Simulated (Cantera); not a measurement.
A perfectly stirred reactor is fed with 27.0 % CH4, 73.0 % N2, at 10.5 Torr; it is held at 1875 K, and followed from long to short residence time.

Model: GRI-Mech 3.0 (53 species, 325 reactions), integrated in Cantera. GRI-Mech 3.0 stops at C3 and has no aromatics, soot or wall deposition, so with more carbon than oxygen in the feed, carbon stays in small species such as C2H2 where larger ones or solid carbon would form. Radical loss at walls, strong at low pressure, is not modelled.

x: mole fraction; the columns are a selection and need not sum to one.

| τ (s) | x CH4 | x C2H6 | x C2H4 | x C2H | x H2 |
|---|---|---|---|---|---|
| 6.3 | 0.00421 | ___ | 2.39e-5 | 7.01e-6 | 0.313 |
| 1.9 | 0.0101 | ___ | 7.61e-5 | 5.31e-6 | 0.306 |
| 0.57 | 0.0228 | ___ | 0.000276 | 4.06e-6 | 0.290 |
| 0.17 | 0.0479 | ___ | 0.000977 | 3.03e-6 | 0.259 |
| 0.053 | 0.0904 | ___ | 0.00298 | 2.06e-6 | 0.206 |
| 0.016 | 0.161 | ___ | 0.00715 | 9.28e-7 | 0.119 |
| 0.0048 | 0.244 | ___ | 0.00492 | 9.48e-8 | 0.0237 |
| 0.0015 | 0.267 | ___ | 0.000345 | 2.48e-9 | 0.00182 |
| 0.00044 | 0.270 | ___ | 9.58e-6 | 1.75e-11 | 0.000302 |
| 0.00013 | 0.270 | ___ | 2.21e-7 | <1e-12 | 8.13e-5 |

Fill in the missing entries.


- 6.3, x C2H6: 2.25e-7
- 1.9, x C2H6: 9.06e-7
- 0.57, x C2H6: 3.31e-6
- 0.17, x C2H6: 1.07e-5
- 0.053, x C2H6: 2.76e-5
- 0.016, x C2H6: 4.88e-5
- 0.0048, x C2H6: 2.65e-5
- 0.0015, x C2H6: 3.45e-6
- 0.00044, x C2H6: 2.33e-7
- 0.00013, x C2H6: 1.09e-8
